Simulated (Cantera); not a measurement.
What does this Cantera script print?

```python
import numpy as np
import cantera as ct

gas = ct.Solution("gri30.yaml")
gas.TPX = 775, 1000000, {'CH4': 1, 'O2': 2.3, 'N2': 25.3, 'H2O': 3.4}
inlet = ct.Reservoir(gas, clone=True)
gas.equilibrate("HP")  # start burning
reactor = ct.IdealGasConstPressureReactor(gas, energy="on", clone=False)
exhaust = ct.Reservoir(gas, clone=True)
tau = [0.056, 0.024, 0.01, 0.0045, 0.002, 0.00085, 0.00037, 0.00016, 6.8e-05, 2.9e-05][0]
for a, b in ((inlet, reactor), (reactor, exhaust)):
    ct.MassFlowController(a, b, mdot=lambda t: reactor.mass / tau)
net = ct.ReactorNet([reactor])
show = ['CH4', 'O2', 'H2O', 'NO', 'CH3', 'CO']

rows = []
print(f"{'tau/s':>10s}{'T/K':>9s}" + "".join(f"{s:>11s}" for s in show))
for tau in [0.056, 0.024, 0.01, 0.0045, 0.002, 0.00085, 0.00037, 0.00016, 6.8e-05, 2.9e-05]:
    net.initial_time = 0.0
    net.advance(30 * tau)
    before = gas.X
    net.advance(40 * tau)
    drift = np.max(np.abs(gas.X - before) / (gas.X + 1e-9))
    rows.append([gas.T, *gas[show].X, drift])
    print(f"{tau:10.3e}{gas.T:9.1f}" + "".join(f"{x:11.3e}" for x in gas[show].X))
```

Result:

```
     tau/s      T/K        CH4         O2        H2O         NO        CH3         CO
 5.600e-02   1469.7  8.786e-05  9.955e-03  1.683e-01  2.059e-07  6.259e-06  5.664e-04
 2.400e-02   1459.1  2.047e-04  1.074e-02  1.677e-01  1.848e-07  1.182e-05  1.354e-03
 1.000e-02   1422.9  6.528e-04  1.344e-02  1.658e-01  9.393e-08  2.139e-05  4.053e-03
 4.500e-03    775.0  3.125e-02  7.187e-02  1.063e-01 -1.604e-24  1.643e-11 -2.357e-16
 2.000e-03    775.0  3.125e-02  7.187e-02  1.063e-01 -1.303e-29  7.202e-12  8.324e-18
 8.500e-04    775.0  3.125e-02  7.187e-02  1.063e-01  8.257e-32  3.041e-12  6.339e-19
 3.700e-04    775.0  3.125e-02  7.187e-02  1.063e-01  1.553e-32  1.320e-12  5.209e-20
 1.600e-04    775.0  3.125e-02  7.187e-02  1.063e-01  2.871e-33  5.701e-13  4.203e-21
 6.800e-05    775.0  3.125e-02  7.187e-02  1.063e-01  5.060e-34  2.422e-13  3.226e-22
 2.900e-05    775.0  3.125e-02  7.187e-02  1.063e-01  8.711e-35  1.032e-13  2.500e-23
```

Detailed kinetics in Cantera: GRI-Mech 3.0 (53 species, 325 reactions).
